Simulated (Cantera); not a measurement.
**Equilibrium for chlorosilane synthesis and conversion: SiCl₄ + HCl + H₂**

Feed: 1 mol SiCl₄, 0.51 mol HCl, 6.6 mol H₂, at 0.160 bar.

These are equilibrium values from Cantera (NASA tables, ideal gas, pure condensed phases), not measurements of a reactor. Candidate condensed phases: Si; 19 gas species. The tables' values for SiCl₃ are old estimates; treat these amounts as uncertain. Kinetics and transport are ignored.

From 500 K to 1100 K nothing is condensed. The main Si-bearing gas is SiCl₄ throughout.

```json
[
 {"T (K)": "500", "x H₂": "0.814", "x SiCl₄": "0.123", "x HCl": "0.0629", "x SiHCl₃": "2.54e-6", "x SiCl₃": "<1e-12", "x SiCl₂": "<1e-12", "x SiH₂Cl₂": "1.80e-12"},
 {"T (K)": "600", "x H₂": "0.814", "x SiCl₄": "0.123", "x HCl": "0.0629", "x SiHCl₃": "4.38e-5", "x SiCl₃": "3.86e-10", "x SiCl₂": "<1e-12", "x SiH₂Cl₂": "7.81e-10"},
 {"T (K)": "700", "x H₂": "0.813", "x SiCl₄": "0.123", "x HCl": "0.0632", "x SiHCl₃": "0.000324", "x SiCl₃": "6.18e-8", "x SiCl₂": "1.02e-11", "x SiH₂Cl₂": "5.60e-8"},
 {"T (K)": "800", "x H₂": "0.812", "x SiCl₄": "0.122", "x HCl": "0.0643", "x SiHCl₃": "0.00139", "x SiCl₃": "2.68e-6", "x SiCl₂": "6.52e-9", "x SiH₂Cl₂": "1.29e-6"},
 {"T (K)": "900", "x H₂": "0.810", "x SiCl₄": "0.119", "x HCl": "0.0670", "x SiHCl₃": "0.00409", "x SiCl₃": "4.72e-5", "x SiCl₂": "8.92e-7", "x SiH₂Cl₂": "1.33e-5"},
 {"T (K)": "1000", "x H₂": "0.804", "x SiCl₄": "0.114", "x HCl": "0.0724", "x SiHCl₃": "0.00891", "x SiCl₃": "0.000432", "x SiCl₂": "3.97e-5", "x SiH₂Cl₂": "7.52e-5"},
 {"T (K)": "1100", "x H₂": "0.795", "x SiCl₄": "0.105", "x HCl": "0.0821", "x SiHCl₃": "0.0150", "x SiCl₃": "0.00235", "x SiCl₂": "0.000731", "x SiH₂Cl₂": "0.000256"}
]
```
x: gas mole fraction; nothing condenses.
